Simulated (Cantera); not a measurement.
Cantera run:

```python
import numpy as np
import cantera as ct

gas_names = [...]  # 109 gases of nasa_gas.yaml made of C, Cl, H, Si
cond_names = """
    C(gr) C6H6(L) C7H8(L) C8H18(L),n-octa Si(cr) Si(L) SiC(b)
""".split()


# ... load() reads the species with a 1 bar reference pressure and builds the phases ...
atoms = {
    'CH3SiH3': {'C': 1, 'H': 6, 'Si': 1},
    'HCl': {'H': 1, 'CL': 1},
    'H2': {'H': 2},
    'C3H8': {'C': 3, 'H': 8},
}
top_T = {'C(gr)': 4500, 'SiC(b)': 3050}  # K; cautious upper limits of use, not melting points


# ... equilibrate(T, P, feed) seeds the gas with the atoms and calls Mixture.equilibrate('TP', solver="vcs", rtol=1e-11, max_steps=5000) ...
results = []
feed = {'CH3SiH3': 1, 'HCl': 0.52, 'H2': 3.9, 'C3H8': 0.23}  # mol
T = 1725  # K
P = 1000  # Pa
mix = equilibrate(T, P, feed)
results.append((T, P, feed, dict(zip(mix.species_names, mix.species_moles))))
print(gas.report(threshold=0.001))
for i in range(1, mix.n_phases):
    print(f"{mix.phase(i).name:16s} {mix.phase_moles(i):12.5e} mol")
```

Output:

```
       temperature   1725 K
          pressure   1000 Pa
           density   0.00029064 kg/m^3
  mean mol. weight   4.1685 kg/kmol
   phase of matter   gas

                          1 kg             1 kmol
                     ---------------   ---------------
          enthalpy        9.2313e+06        3.8481e+07  J
   internal energy        5.7906e+06        2.4138e+07  J
           entropy             54550        2.2739e+05  J/K
    Gibbs function       -8.4867e+07       -3.5377e+08  J
 heat capacity c_p            7991.1             33311  J/K
 heat capacity c_v            5996.5             24996  J/K

                      mass frac. Y      mole frac. X     chem. pot. / RT
                     ---------------   ---------------   ---------------
                 H        0.00043451         0.0017969           -11.845
               HCL           0.53983          0.061723            -39.66
                H2            0.4527           0.93605           -23.691
     [ +106 minor]          0.007039        0.00042826

C(gr)             6.90496e-01 mol
Si(L)             0.00000e+00 mol
SiC(b)            9.97987e-01 mol
```

Cantera equilibrium calculation (NASA polynomials, part measured and part estimated; ideal gas, pure solids and liquids). The feed counts by its element totals alone.
